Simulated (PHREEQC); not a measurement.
0.5 g of hydrous ferric oxide (600 m²/g; 0.2 weak and 0.005 strong sites per Fe, Dzombak-Morel constants, diffuse double layer) in 1 kg of water with 0.3 mol/kgw of an inert sodium salt and 8.4e-05 mol Na2SeO4, at 25 °C; the pH is set by adding NaOH or the inert anion's acid. O2 is buffered at 0.21 atm. The system is closed to CO2. Precipitation was switched off in this run.

The numbers come from PHREEQC with the ion-association model, wateq4f.dat.

| pH | Se sorbed (%) | surface charge σ (C/m²) | surface potential ψ (mV) |
|---|---|---|---|
| 4 | 88.2 | 0.305 | 116 |
| 4.75 | 82.6 | 0.261 | 108 |
| 5.5 | 63.5 | 0.191 | 93 |
| 6.25 | 28.9 | ? | 72 |
| 7 | 5.6 | 0.065 | ? |
| 7.75 | ? | 0.020 | 15 |
| 8.5 | 0.0 | -0.021 | ? |
| 9.25 | 0.0 | -0.068 | -48 |
| 10 | 0.0 | -0.132 | -75 |

Task: Fill in the missing entries.

Result: 
- 6.25, surface charge σ (C/m²): 0.122
- 7, surface potential ψ (mV): 46
- 7.75, Se sorbed (%): 0.6
- 8.5, surface potential ψ (mV): -17

Species that the database lacks are ignored.
